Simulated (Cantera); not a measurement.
Cantera run, input and output.

```python
import numpy as np
import cantera as ct

gas = ct.Solution("gri30.yaml")
gas.TPX = 375, 89000, {'H2': 1, 'O2': 0.521, 'N2': 1.96, 'NO': 0.0075}
inlet = ct.Reservoir(gas, clone=True)
gas.equilibrate("HP")  # start burning
reactor = ct.IdealGasConstPressureReactor(gas, energy="on", clone=False)
exhaust = ct.Reservoir(gas, clone=True)
tau = [0.31, 0.14, 0.068, 0.031, 0.015, 0.0068, 0.0032, 0.0015, 0.00069, 0.00032, 0.00015, 7e-05][0]
for a, b in ((inlet, reactor), (reactor, exhaust)):
    ct.MassFlowController(a, b, mdot=lambda t: reactor.mass / tau)
net = ct.ReactorNet([reactor])
show = ['H2', 'O2', 'NO', 'N2', 'OH', 'H2O2']

rows = []
print(f"{'tau/s':>10s}{'T/K':>9s}" + "".join(f"{s:>11s}" for s in show))
for tau in [0.31, 0.14, 0.068, 0.031, 0.015, 0.0068, 0.0032, 0.0015, 0.00069, 0.00032, 0.00015, 7e-05]:
    net.initial_time = 0.0
    net.advance(30 * tau)
    before = gas.X
    net.advance(40 * tau)
    drift = np.max(np.abs(gas.X - before) / (gas.X + 1e-9))
    rows.append([gas.T, *gas[show].X, drift])
    print(f"{tau:10.3e}{gas.T:9.1f}" + "".join(f"{x:11.3e}" for x in gas[show].X))
```

Result:

```
     tau/s      T/K         H2         O2         NO         N2         OH       H2O2
 3.100e-01   2389.4  1.173e-02  1.006e-02  3.629e-03  6.488e-01  8.756e-03  1.642e-07
 1.400e-01   2387.2  1.195e-02  1.019e-02  3.526e-03  6.487e-01  8.869e-03  1.651e-07
 6.800e-02   2382.8  1.236e-02  1.043e-02  3.373e-03  6.486e-01  9.073e-03  1.667e-07
 3.100e-02   2373.1  1.327e-02  1.089e-02  3.151e-03  6.481e-01  9.493e-03  1.697e-07
 1.500e-02   2355.5  1.483e-02  1.163e-02  2.936e-03  6.473e-01  1.017e-02  1.751e-07
 6.800e-03   2320.8  1.772e-02  1.293e-02  2.737e-03  6.455e-01  1.134e-02  1.876e-07
 3.200e-03   2267.3  2.178e-02  1.479e-02  2.600e-03  6.427e-01  1.280e-02  2.128e-07
 1.500e-03   2190.5  2.687e-02  1.727e-02  2.513e-03  6.387e-01  1.429e-02  2.619e-07
 6.900e-04   2087.6  3.254e-02  2.039e-02  2.464e-03  6.333e-01  1.536e-02  3.569e-07
 3.200e-04   1963.3  3.792e-02  2.398e-02  2.432e-03  6.269e-01  1.552e-02  5.457e-07
 1.500e-04   1822.4  4.267e-02  2.807e-02  2.400e-03  6.197e-01  1.453e-02  9.453e-07
 7.000e-05   1666.5  4.767e-02  3.320e-02  2.361e-03  6.120e-01  1.239e-02  1.821e-06
```

Cantera simulation using GRI-Mech 3.0 (53 species, 325 reactions); the numbers are that mechanism's predictions, not measurements. The mechanism lacks 2 NO + O2 → 2 NO2 and HONO, so NO2 and the effect of NO are under-described below about 1400 K.
